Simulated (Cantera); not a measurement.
Input: 1 mol Si3N4, 0.0017 mol O2, a varied amount of H2, held at 1998.15 K and 1.00 Torr.

These are equilibrium values from Cantera (NASA tables, ideal gas, pure condensed phases), not measurements of a reactor. Candidate condensed phases: H2O, Si, SiO2, Si2N2O, Si3N4; 35 gas species. The tables' values for SiN are old estimates; treat these amounts as uncertain. Gases not in the tables: Si2H6 and higher silanes. Equilibrium is a limit: real reactors are often held back by kinetics, nucleation or transport.

Problem. At 61 mol H2, list the 4 most abundant gas species with their mole fractions, and the condensed phases.

Solution. H2 0.895, H 0.0416, Si 0.0320, N2 0.0300. Condensed: Si(l).
